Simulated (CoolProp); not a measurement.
Properties of R142b along the isobar 5.6 MPa (Tc = 410.3 K, pc = 4.055 MPa, ω = 0.232).

Computed with CoolProp (reference Helmholtz-energy equation of state, Lemmon 2006). It is a short technical equation, of lower accuracy than the large ones.

| T (K) | phase | cv (kJ/(kg K)) | viscosity (µPa s) |
|---|---|---|---|
| 214.3 | liquid | 0.7626 | 701 |
| 218.9 | liquid | 0.7686 | 652 |
| 223.4 | liquid | 0.7745 | 610 |
| 228 | liquid | 0.7805 | 570 |
| 232.6 | liquid | 0.7866 | 534 |
| 237.1 | liquid | 0.7926 | 503 |
| 241.7 | liquid | 0.7987 | 473 |
| 246.2 | liquid | 0.8047 | 446 |
| 250.8 | liquid | 0.8109 | 421 |
| 255.3 | liquid | 0.8169 | 398 |
| 259.9 | liquid | 0.8231 | 377 |
| 264.4 | liquid | 0.8292 | 358 |
| 269 | liquid | 0.8354 | 339 |
| 273.5 | liquid | 0.8415 | 322 |
| 278.1 | liquid | 0.8478 | 306 |

Viscosity comes from a separate model (Huber 2003), an estimate that may be off by 10 % or more.
